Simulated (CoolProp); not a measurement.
R1233zd(E) along the isobar 121 bar: fugacity coefficient from the reference equation and from simpler models built on Tc = 165.7 °C, pc = 35.83 bar, ω = 0.304; each cubic takes its own stable root.

The numbers come from the reference Helmholtz-energy equation of state, Akasaka 2022 in CoolProp.

```json
[
 {"T (°C)": "-73.75", "phase": "liquid", "reference": "6.725e-5"},
 {"T (°C)": "-64.15", "phase": "liquid", "reference": "0.0001532"},
 {"T (°C)": "-54.65", "phase": "liquid", "reference": "0.0003177"},
 {"T (°C)": "-45.15", "phase": "liquid", "reference": "0.0006125"},
 {"T (°C)": "-35.65", "phase": "liquid", "reference": "0.001108"},
 {"T (°C)": "-26.15", "phase": "liquid", "reference": "0.001896"},
 {"T (°C)": "-16.65", "phase": "liquid", "reference": "0.003091"},
 {"T (°C)": "-7.05", "phase": "liquid", "reference": "0.004847"},
 {"T (°C)": "2.45", "phase": "liquid", "reference": "0.007281"},
 {"T (°C)": "11.95", "phase": "liquid", "reference": "0.01057"},
 {"T (°C)": "21.45", "phase": "liquid", "reference": "0.01488"},
 {"T (°C)": "30.95", "phase": "liquid", "reference": "0.02039"},
 {"T (°C)": "40.45", "phase": "liquid", "reference": "0.02726"},
 {"T (°C)": "50.05", "phase": "liquid", "reference": "0.03573"}
]
```

Q: How far does each simpler model (van der Waals, Redlich-Kwong, Soave-Redlich-Kwong, Peng-Robinson) lie from the reference over these 14 states: mean and median of the absolute difference, and the worst?

A: 
- van der Waals: mean 3538.8 %, median 1299.6 %, worst +17788.5 % at -73.75 °C and 121 bar
- Redlich-Kwong: mean 184.4 %, median 157.3 %, worst +396.1 % at -73.75 °C and 121 bar
- Soave-Redlich-Kwong: mean 4.8 %, median 4.5 %, worst +6.5 % at 50.05 °C and 121 bar
- Peng-Robinson: mean 2.4 %, median 0.9 %, worst +10.2 % at -73.75 °C and 121 bar
